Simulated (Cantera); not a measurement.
An isothermal, constant-pressure homogeneous reactor starts with H2 : O2 : N2 = 0.028 : 1 : 2.2 (molar parts), at 1273 K and 0.0170 bar.

Detailed kinetics in Cantera: the H2/O2 subset of GRI-Mech 3.0, which has no nitrogen chemistry. Radical loss at walls, strong at low pressure, is not modelled.

x: mole fraction; the columns are a selection and need not sum to one.

```tsv
t (s)	x H2	x O2	x H2O	x H	x HO2
7.00e-5	0.00867	0.310	2.54e-11	5.58e-10	8.10e-10
0.000228	0.00867	0.310	5.92e-10	1.25e-9	2.64e-9
0.000743	0.00867	0.310	1.27e-8	5.02e-9	8.62e-9
0.00242	0.00867	0.310	1.06e-6	2.22e-7	3.05e-8
0.00788	[?]	0.303	0.00640	0.00112	8.44e-7
0.0257	[?]	0.302	0.00787	0.000677	6.05e-7
0.0837	[?]	0.304	0.00806	0.000447	5.46e-7
0.273	[?]	0.305	0.00836	0.000149	4.00e-7
0.888	[?]	0.306	0.00858	1.74e-5	1.87e-7
2.89	[?]	0.307	0.00866	9.81e-7	5.11e-8
9.42	[?]	0.307	0.00869	5.41e-8	1.10e-8
30.7	[?]	0.307	0.00870	4.30e-9	3.91e-9
100	[?]	0.307	0.00871	6.87e-10	3.80e-9
```

Q: Fill in the missing entries.

A: 
- 0.00788, x H2: 0.00101
- 0.0257, x H2: 8.27e-5
- 0.0837, x H2: 6.36e-5
- 0.273, x H2: 3.12e-5
- 0.888, x H2: 7.54e-6
- 2.89, x H2: 1.11e-6
- 9.42, x H2: 1.61e-7
- 30.7, x H2: 2.96e-8
- 100, x H2: 8.67e-9
